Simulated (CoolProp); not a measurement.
A simple Rankine cycle with n-pentane: condensing at 299.15 K, boiler at 1.06 MPa, turbine inlet 406.1 K, turbine efficiency 0.9, pump efficiency 0.7, no recuperator. Each further row changes one setting.

Computed with CoolProp (reference Helmholtz-energy equation of state, Thol 2019).

| case | thermal efficiency (%) | net work (kJ/kg) | heat in (kJ/kg) | turbine exit temperature (K) | volume ratio over the turbine |
|---|---|---|---|---|---|
| as stated | 17.2 | 92.4 | 536 | 342.8 | 15.7 |
| turbine inlet 426.1 K | 17.0 | 99.6 | ___ | 364.5 | ___ |
| condensing temperature 291.15 K | 18.5 | 103 | 555 | ___ | ___ |
| boiler pressure 0.742 MPa | ___ | ___ | 549 | 353.9 | 10.4 |
| turbine efficiency 0.8 | ___ | ___ | 536 | 348.3 | 16.0 |

**Question.** Some entries are withheld; supply them.

**Answer.** 
- turbine inlet 426.1 K, heat in (kJ/kg): 585
- turbine inlet 426.1 K, volume ratio over the turbine: 15.2
- condensing temperature 291.15 K, turbine exit temperature (K): 336.8
- condensing temperature 291.15 K, volume ratio over the turbine: 21.1
- boiler pressure 0.742 MPa, thermal efficiency (%): 15.4
- boiler pressure 0.742 MPa, net work (kJ/kg): 84.4
- turbine efficiency 0.8, thermal efficiency (%): 15.3
- turbine efficiency 0.8, net work (kJ/kg): 81.9
